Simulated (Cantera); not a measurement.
# HgO + O2 + N2 (iron carbonyl, mercury and lead vapours)

Charge: 1 mol HgO, 0.026 mol O2, 3.3 mol N2, held at 5.70 bar.

Equilibrium computed with Cantera from the NASA thermochemical tables; the gas is ideal and each condensed phase is pure. Candidate condensed phases: Hg, HgO; 10 gas species. The numbers say what is thermodynamically allowed, not how fast it happens.

| T (K) | x N2 | x Hg | x O2 | x NO | x NO2 | n HgO(s) |
|---|---|---|---|---|---|---|
| 450 | 0.992 | 1.10e-7 | 0.00782 | 9.97e-12 | 1.27e-9 | 1.00 |
| 550 | 0.992 | 0.000159 | 0.00789 | 8.47e-10 | 6.47e-9 | 0.999 |
| 650 | 0.968 | 0.0164 | 0.0158 | 2.56e-8 | 3.91e-8 | 0.944 |
| 750 | 0.684 | 0.207 | 0.109 | 5.38e-7 | 5.13e-7 | 0 |
| 850 | 0.684 | 0.207 | 0.109 | 3.02e-6 | 9.60e-7 | 0 |
| 950 | 0.684 | 0.207 | 0.109 | 1.18e-5 | 1.58e-6 | 0 |
| 1050 | 0.684 | 0.207 | 0.109 | 3.54e-5 | 2.36e-6 | 0 |
| 1150 | 0.684 | 0.207 | 0.109 | 8.81e-5 | 3.30e-6 | 0 |
| 1250 | 0.684 | 0.207 | 0.109 | 0.000189 | 4.38e-6 | 0 |
x: gas mole fraction; n: condensed amount in mol.

From 450 K to 650 K the condensed part is HgO(s). From 750 K to 1250 K nothing is condensed. The main Hg-bearing gas is Hg throughout.
